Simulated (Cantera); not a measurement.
Charge: 1 mol SiO2, 0.69 mol C, 0.57 mol N2, at 1 atm.

Cantera equilibrium calculation (NASA polynomials, part measured and part estimated; ideal gas, pure solids and liquids). Candidate condensed phases: C, Si, SiC, SiO2, Si2N2O, Si3N4; 34 gas species. Mutual solubility and eutectic melting of coexisting phases are not modelled. The tables hold silica as quartz up to 1696 K and as liquid above; real silica turns to tridymite and cristobalite and melts near 1996 K. Rates play no part. All values below are at 1700 °C.

Base state: CO 0.631, N2 0.325, SiO 0.0436, CO2 0.000149 (mole fractions); condensed: SiO2(condensed) + Si2N2O(s).

**Question.** What changes in the equilibrium state with this change: C from 0.69 to 7.6 mol?

**Answer.** 
| species | before | after |
|---|---|---|
| CO | 0.631 | 0.771 |
| N2 | 0.325 | 0.222 |
| SiO | 0.0436 | 0.00674 |
| CO2 | 0.000149 | 1.76e-5 |
| SiO2(condensed), mol | 0.524 | 0 |
| Si2N2O(s), mol | 0.214 | 0 |
| C(graphite), mol | 0 | 4.63 |
| SiC(s), mol | 0 | 0.983 |
